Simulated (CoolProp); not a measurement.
Vapour-liquid equilibrium of n-perfluorobutane (1) + R365MFC (2) at 294 kPa; x and y are mole fractions of (1).

Computed with CoolProp (multi-fluid Helmholtz-energy mixture model, Gao 2022 and Lemmon 2016; pair parameters Bell 2016).

Give the bubble temperature and the first vapour's composition at x = 0.425, 0.575, 0.95. Is there an azeotrope?

x = 0.425: 34.6 °C, y = 0.769; x = 0.575: 32.4 °C, y = 0.806; x = 0.95: 28.3 °C, y = 0.961. No azeotrope shows between x = 0.05 and 0.95.

The pair parameters rest on a limited set of measurements; away from them the model extrapolates. With so large a gap from Raoult's law the liquid may split in two, which this calculation doesn't test in full.
